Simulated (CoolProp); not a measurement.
Vapour-liquid equilibrium of R1234yf (1) + R152A (2) at -63.65 °C; x and y are mole fractions of (1).

The numbers come from the multi-fluid Helmholtz-energy mixture model, Lemmon 2022 and Outcalt 1996; pair parameters Bell 2023 in CoolProp.

```json
[
 {"x": "0.05", "bubble pressure (kPa)": "12.50", "y at the bubble point": "0.099", "dew pressure at overall composition x (kPa)": "12.17", "liquid density (mol/L)": "16.18"},
 {"x": "0.2", "bubble pressure (kPa)": "13.97", "y at the bubble point": "0.307", "dew pressure at overall composition x (kPa)": "13.21", "liquid density (mol/L)": "15.28"},
 {"x": "0.35", "bubble pressure (kPa)": "14.96", "y at the bubble point": "0.452", "dew pressure at overall composition x (kPa)": "14.28", "liquid density (mol/L)": "14.48"},
 {"x": "0.5", "bubble pressure (kPa)": "15.65", "y at the bubble point": "0.576", "dew pressure at overall composition x (kPa)": "15.24", "liquid density (mol/L)": "13.77"},
 {"x": "0.65", "bubble pressure (kPa)": "16.15", "y at the bubble point": "0.695", "dew pressure at overall composition x (kPa)": "15.98", "liquid density (mol/L)": "13.13"},
 {"x": "0.8", "bubble pressure (kPa)": "16.51", "y at the bubble point": "0.820", "dew pressure at overall composition x (kPa)": "16.46", "liquid density (mol/L)": "12.56"},
 {"x": "0.95", "bubble pressure (kPa)": "16.76", "y at the bubble point": "0.954", "dew pressure at overall composition x (kPa)": "16.75", "liquid density (mol/L)": "12.04"}
]
```

No azeotrope shows between x = 0.05 and 0.95.

The pair parameters rest on a limited set of measurements; away from them the model extrapolates.
